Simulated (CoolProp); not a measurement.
Hexamethyldisiloxane (MM) along the isobar 5.62 MPa: Z from the reference equation and from simpler models built on Tc = 245.6 °C, pc = 1.931 MPa, ω = 0.418; each cubic takes its own stable root.

Values from CoolProp's reference Helmholtz-energy equation of state, Thol 2016.

```
T (°C)          phase  reference  van der Waals  Redlich-Kwong  Soave-Redlich-Kwong  Peng-Robinson
------  -------------  ---------  -------------  -------------  -------------------  -------------
194.25         liquid     0.4053         0.5917         0.4478               0.4326         0.3850
208.15         liquid     0.4071         0.5863         0.4494               0.4369         0.3895
222.05         liquid     0.4104         0.5819         0.4525               0.4436         0.3963
235.85         liquid     0.4157         0.5788         0.4571               0.4530         0.4059
249.75  supercritical     0.4233         0.5768         0.4635               0.4656         0.4188
263.65  supercritical     0.4338         0.5759         0.4718               0.4820         0.4356
277.55  supercritical     0.4480         0.5763         0.4822               0.5028         0.4569
291.35  supercritical     0.4667         0.5780         0.4947               0.5282         0.4829
305.25  supercritical     0.4911         0.5810         0.5097               0.5584         0.5138
319.15  supercritical     0.5216         0.5854         0.5271               0.5924         0.5484
332.95  supercritical     0.5572         0.5913         0.5466               0.6285         0.5847
346.85  supercritical     0.5962         0.5986         0.5682               0.6652         0.6214
```
